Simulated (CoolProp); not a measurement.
Vapour-liquid equilibrium of dimethyl carbonate (1) + n-nonane (2) at 664 kPa; x and y are mole fractions of (1).

The numbers come from the multi-fluid Helmholtz-energy mixture model, Zhou 2011 and Lemmon 2006; pair parameters Bell 2016 in CoolProp.

```tsv
x	bubble temperature, mixture model (°C)	bubble temperature, Raoult's law (°C)	y, mixture model	y, Raoult's law
0.05	227.3	231.5	0.194	0.171
0.125	211.7	221.4	0.418	0.364
0.2	199.5	212.8	0.566	0.505
0.275	190.4	205.4	0.661	0.613
0.35	183.8	198.9	0.724	0.696
0.425	179.0	193.1	0.768	0.761
0.5	175.4	187.9	0.801	0.814
0.575	172.6	183.2	0.827	0.858
0.65	170.4	178.9	0.850	0.893
0.725	168.5	175.0	0.873	0.923
0.8	166.8	171.4	0.898	0.949
0.875	165.2	168.1	0.928	0.970
0.95	163.9	165.0	0.966	0.989
```

The largest gap from Raoult's law is -15.1 K in bubble temperature, at x = 0.35. No azeotrope shows between x = 0.05 and 0.95.

Pair parameters are fitted to limited data, so mixtures are less certain than the pure fluids.
